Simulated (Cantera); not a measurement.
A closed system holds: 1 mol Si₃N₄, 1 mol N₂O, 89 mol N₂, held at 1150 °C and 8.10 mbar.

These are equilibrium values from Cantera (NASA tables, ideal gas, pure condensed phases), not measurements of a reactor. Candidate condensed phases: Si, SiO₂, Si₂N₂O, Si₃N₄; 16 gas species. Mutual solubility and eutectic melting of coexisting phases are not modelled. Rates play no part.

Base state: N₂ 1.000 (mole fractions); condensed: Si₂N₂O(s) + Si₃N₄(s).

**Question.** What changes in the equilibrium state with this change: temperature from 1150 °C to 1600 °C?

**Answer.** 
```json
[
 {"species": "N₂", "before": "1.000", "after": "0.988"},
 {"species": "SiO", "before": "1.57e-6", "after": "0.0107"},
 {"species": "Si", "before": "2.11e-9", "after": "0.00109"},
 {"species": "Si₂N", "before": "<1e-9", "after": "5.22e-5"},
 {"species": "SiN", "before": "<1e-9", "after": "3.51e-5"},
 {"species": "Si₂N₂O(s), mol", "before": "1.000", "after": "0"},
 {"species": "Si₃N₄(s), mol", "before": "0.333", "after": "0"},
 {"species": "Si(l), mol", "before": "0", "after": "1.88"}
]
```
The tables' values for SiN are old estimates; treat these amounts as uncertain.
